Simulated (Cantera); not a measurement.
**Equilibrium for chlorosilane synthesis and conversion: SiCl4 + HCl + H2**

Charge: 1 mol SiCl4, 1.1 mol HCl, 19 mol H2, held at 13300 Pa.

These are equilibrium values from Cantera (NASA tables, ideal gas, pure condensed phases), not measurements of a reactor. Candidate condensed phases: Si; 19 gas species. The tables' values for SiCl3, SiCl are old estimates; treat these amounts as uncertain. The numbers say what is thermodynamically allowed, not how fast it happens.

From 948 K to 1698 K nothing is condensed. The main Si-bearing gas is SiCl4 at 948 K and SiCl2 at 1698 K.

```tsv
T (K)	x H2	x HCl	x SiCl4	x SiCl2	x SiHCl3	x SiCl3	x SiH2Cl2	x H
948	0.897	0.0555	0.0441	4.88e-6	0.00321	7.97e-5	2.37e-5	1.36e-9
1023	0.894	0.0582	0.0415	6.71e-5	0.00540	0.000363	7.77e-5	1.07e-8
1098	0.890	0.0626	0.0376	0.000570	0.00777	0.00123	0.000192	6.39e-8
1173	0.882	0.0708	0.0316	0.00297	0.00918	0.00309	0.000341	3.03e-7
1248	0.868	0.0848	0.0233	0.00928	0.00840	0.00547	0.000412	1.19e-6
1323	0.851	0.102	0.0141	0.0189	0.00596	0.00699	0.000360	4.01e-6
1398	0.836	0.118	0.00691	0.0285	0.00343	0.00679	0.000256	1.18e-5
1473	0.826	0.128	0.00285	0.0354	0.00172	0.00543	0.000163	3.15e-5
1548	0.821	0.134	0.00110	0.0395	0.000822	0.00393	0.000100	7.64e-5
1623	0.818	0.137	0.000427	0.0417	0.000396	0.00276	6.20e-5	0.000171
1698	0.816	0.138	0.000174	0.0429	0.000198	0.00194	3.94e-5	0.000358
```
x: gas mole fraction; nothing condenses.
